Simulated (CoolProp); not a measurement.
Saturation properties of ammonia.

Model: reference Helmholtz-energy equation of state, Gao 2020, in CoolProp.

```json
[
 {"T (K)": "318.3", "p (bar)": "17.89", "liquid density (kg/m³)": "571.2", "liquid cp (kJ/(kg K))": "4.999", "liquid viscosity (µPa s)": "109", "vapour viscosity (µPa s)": "10.5", "liquid conductivity (mW/(m K))": "430"},
 {"T (K)": "320.3", "p (bar)": "…", "liquid density (kg/m³)": "567.8", "liquid cp (kJ/(kg K))": "5.027", "liquid viscosity (µPa s)": "107", "vapour viscosity (µPa s)": "10.6", "liquid conductivity (mW/(m K))": "424"},
 {"T (K)": "322.3", "p (bar)": "19.88", "liquid density (kg/m³)": "564.4", "liquid cp (kJ/(kg K))": "5.056", "liquid viscosity (µPa s)": "105", "vapour viscosity (µPa s)": "10.6", "liquid conductivity (mW/(m K))": "419"},
 {"T (K)": "324.4", "p (bar)": "21.00", "liquid density (kg/m³)": "560.8", "liquid cp (kJ/(kg K))": "5.088", "liquid viscosity (µPa s)": "103", "vapour viscosity (µPa s)": "…", "liquid conductivity (mW/(m K))": "413"},
 {"T (K)": "326.4", "p (bar)": "22.10", "liquid density (kg/m³)": "557.4", "liquid cp (kJ/(kg K))": "5.120", "liquid viscosity (µPa s)": "101", "vapour viscosity (µPa s)": "10.8", "liquid conductivity (mW/(m K))": "408"},
 {"T (K)": "328.4", "p (bar)": "23.25", "liquid density (kg/m³)": "553.9", "liquid cp (kJ/(kg K))": "5.154", "liquid viscosity (µPa s)": "98.8", "vapour viscosity (µPa s)": "10.9", "liquid conductivity (mW/(m K))": "402"},
 {"T (K)": "330.4", "p (bar)": "24.44", "liquid density (kg/m³)": "550.3", "liquid cp (kJ/(kg K))": "…", "liquid viscosity (µPa s)": "97.0", "vapour viscosity (µPa s)": "10.9", "liquid conductivity (mW/(m K))": "397"},
 {"T (K)": "332.5", "p (bar)": "25.73", "liquid density (kg/m³)": "546.5", "liquid cp (kJ/(kg K))": "5.230", "liquid viscosity (µPa s)": "95.1", "vapour viscosity (µPa s)": "11.0", "liquid conductivity (mW/(m K))": "391"},
 {"T (K)": "334.5", "p (bar)": "27.02", "liquid density (kg/m³)": "542.8", "liquid cp (kJ/(kg K))": "5.270", "liquid viscosity (µPa s)": "93.3", "vapour viscosity (µPa s)": "11.1", "liquid conductivity (mW/(m K))": "386"},
 {"T (K)": "336.5", "p (bar)": "28.35", "liquid density (kg/m³)": "539.1", "liquid cp (kJ/(kg K))": "5.312", "liquid viscosity (µPa s)": "91.6", "vapour viscosity (µPa s)": "11.2", "liquid conductivity (mW/(m K))": "381"},
 {"T (K)": "338.5", "p (bar)": "29.73", "liquid density (kg/m³)": "535.3", "liquid cp (kJ/(kg K))": "5.357", "liquid viscosity (µPa s)": "89.8", "vapour viscosity (µPa s)": "11.3", "liquid conductivity (mW/(m K))": "376"},
 {"T (K)": "340.6", "p (bar)": "31.23", "liquid density (kg/m³)": "531.3", "liquid cp (kJ/(kg K))": "5.407", "liquid viscosity (µPa s)": "88.1", "vapour viscosity (µPa s)": "11.4", "liquid conductivity (mW/(m K))": "…"},
 {"T (K)": "342.6", "p (bar)": "…", "liquid density (kg/m³)": "527.4", "liquid cp (kJ/(kg K))": "5.457", "liquid viscosity (µPa s)": "86.4", "vapour viscosity (µPa s)": "11.4", "liquid conductivity (mW/(m K))": "…"},
 {"T (K)": "344.6", "p (bar)": "34.24", "liquid density (kg/m³)": "523.5", "liquid cp (kJ/(kg K))": "…", "liquid viscosity (µPa s)": "…", "vapour viscosity (µPa s)": "11.5", "liquid conductivity (mW/(m K))": "359"}
]
```

Problem. What belongs in the gaps?

Solution. 
- 320.3, p (bar): 18.87
- 324.4, vapour viscosity (µPa s): 10.7
- 330.4, liquid cp (kJ/(kg K)): 5.190
- 340.6, liquid conductivity (mW/(m K)): 370
- 342.6, p (bar): 32.71
- 342.6, liquid conductivity (mW/(m K)): 365
- 344.6, liquid cp (kJ/(kg K)): 5.511
- 344.6, liquid viscosity (µPa s): 84.8

It boils at 239.8 K under 1 atm.

Viscosity comes from a separate model (Fenghour 1995). Thermal conductivity comes from a separate model (Tufeu 1984).
